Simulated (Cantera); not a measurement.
A diamond (100) surface in a fixed gas of H2 with x(CH4) = 0.026, x(H) = 0.0045, x(CH3) = 0.00053, at 1250 K; coverages are run to steady state.

Model: the Harris–Goodwin 1993 mechanism for the reconstructed diamond (100) surface, integrated in Cantera.

θ: site fractions in the mechanism's names (c6HH fully hydrogenated, c6H* and c6*H radical sites, c6** diradical, c6HM methylated).

```json
[
 {"P (Pa)": "1300", "growth (µm/h)": "0.918", "θ c6HH": "0.413", "θ c6H*": "0.0435", "θ c6*H": "0.506", "θ c6**": "0.0345", "θ c6HM": "0.000864"},
 {"P (Pa)": "2200", "growth (µm/h)": "1.86", "θ c6HH": "0.412", "θ c6H*": "0.0434", "θ c6*H": "0.506", "θ c6**": "0.0345", "θ c6HM": "0.00143"},
 {"P (Pa)": "3700", "growth (µm/h)": "3.90", "θ c6HH": "0.412", "θ c6H*": "0.0434", "θ c6*H": "0.505", "θ c6**": "0.0344", "θ c6HM": "0.00232"},
 {"P (Pa)": "6100", "growth (µm/h)": "8.24", "θ c6HH": "0.411", "θ c6H*": "0.0433", "θ c6*H": "0.504", "θ c6**": "0.0343", "θ c6HM": "0.00360"},
 {"P (Pa)": "10000", "growth (µm/h)": "?", "θ c6HH": "0.410", "θ c6H*": "0.0432", "θ c6*H": "0.502", "θ c6**": "0.0342", "θ c6HM": "?"},
 {"P (Pa)": "17000", "growth (µm/h)": "?", "θ c6HH": "0.408", "θ c6H*": "0.0431", "θ c6*H": "0.500", "θ c6**": "0.0341", "θ c6HM": "?"},
 {"P (Pa)": "28000", "growth (µm/h)": "84.0", "θ c6HH": "0.406", "θ c6H*": "0.0429", "θ c6*H": "0.497", "θ c6**": "0.0339", "θ c6HM": "0.0107"},
 {"P (Pa)": "47000", "growth (µm/h)": "174", "θ c6HH": "0.404", "θ c6H*": "0.0429", "θ c6*H": "0.494", "θ c6**": "0.0338", "θ c6HM": "0.0138"}
]
```

Complete the blanks.


- 10000, growth (µm/h): 17.7
- 10000, θ c6HM: 0.00539
- 17000, growth (µm/h): 39.9
- 17000, θ c6HM: 0.00791
